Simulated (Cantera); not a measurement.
An isothermal, constant-pressure homogeneous reactor starts with H2 : O2 = 0.007 : 7 (molar parts), at 1200 K and 0.00180 bar.

Detailed kinetics in Cantera: GRI-Mech 3.0 (53 species, 325 reactions). Radical loss at walls, strong at low pressure, is not modelled.

Problem. Predict: x(H2) at 2.00 s; x(O2) at 2.00 s; x(HO2) at 2.00 s; x(H2O) at 2.00 s; x(H) at 2.00 s; x(O) at 2.00 s.

Solution. 
| Quantity | Value |
|---|---|
| x(H2) at 2.00 s | 4.54e-7 (gas-phase equilibrium 3.01e-10) |
| x(O2) at 2.00 s | 0.998 (gas-phase equilibrium 0.999) |
| x(HO2) at 2.00 s | 1.37e-8 (gas-phase equilibrium 8.89e-10) |
| x(H2O) at 2.00 s | 0.000954 (gas-phase equilibrium 0.000998) |
| x(H) at 2.00 s | 4.92e-6 (gas-phase equilibrium 8.13e-11) |
| x(O) at 2.00 s | 0.000930 (gas-phase equilibrium 5.94e-7) |
